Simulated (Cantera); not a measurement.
A perfectly stirred reactor is fed with CH4 : C2H6 : C3H8 : O2 : N2 = 1 : 0.82 : 0.37 : 4.8 : 16.8 (molar parts), at 10.0 bar; it is adiabatic with a 325 K inlet, and is followed from long to short residence time, starting on the burning branch (τ in s: 0.035, 0.015, 0.0068, 0.003, 0.0013, 0.00058, 0.00026, 0.00011, 5e-05, 2.2e-05, 9.8e-06).

Model: GRI-Mech 3.0 (53 species, 325 reactions), integrated in Cantera. GRI-Mech 3.0 was tuned for natural gas; its chemistry of propane as a main component is partial and can be far from experiment.

x: mole fraction; the columns are a selection and need not sum to one.

| τ (s) | T (K) | x CH4 | x C2H6 | x C3H8 | x CO | x NO | x O2 |
|---|---|---|---|---|---|---|---|
| 0.035 | 2109 | 0.000428 | 3.64e-7 | 9.75e-8 | 0.0873 | 6.00e-5 | 9.56e-5 |
| 0.015 | 2109 | 0.000779 | 9.20e-7 | 2.22e-7 | 0.0862 | 6.85e-5 | 0.000209 |
| 0.0068 | 2110 | 0.00124 | 2.16e-6 | 4.77e-7 | 0.0846 | 6.99e-5 | 0.000425 |
| 0.0030 | 2108 | 0.00179 | 5.05e-6 | 1.04e-6 | 0.0825 | 6.52e-5 | 0.000855 |
| 0.0013 | 2101 | 0.00238 | 1.16e-5 | 2.32e-6 | 0.0804 | 5.67e-5 | 0.00168 |
| 0.00058 | 2087 | 0.00295 | 2.57e-5 | 5.06e-6 | 0.0790 | 4.61e-5 | 0.00313 |
| 0.00026 | 2057 | 0.00365 | 5.87e-5 | 1.14e-5 | 0.0786 | 3.22e-5 | 0.00581 |
| 0.00011 | 1980 | … | … | … | 0.0798 | … | … |
| 5.0e-5 | 325 | 0.0420 | 0.0345 | 0.0156 | <1e-12 | <1e-12 | 0.202 |
| 2.2e-5 | 325 | 0.0420 | 0.0345 | 0.0156 | <1e-12 | <1e-12 | 0.202 |
| 9.8e-6 | 325 | 0.0420 | 0.0345 | 0.0156 | <1e-12 | <1e-12 | 0.202 |

Problem. What belongs in the gaps?

Solution. 
- 0.00011, x CH4: 0.00520
- 0.00011, x C2H6: 0.000181
- 0.00011, x C3H8: 3.39e-5
- 0.00011, x NO: 1.24e-5
- 0.00011, x O2: 0.0127
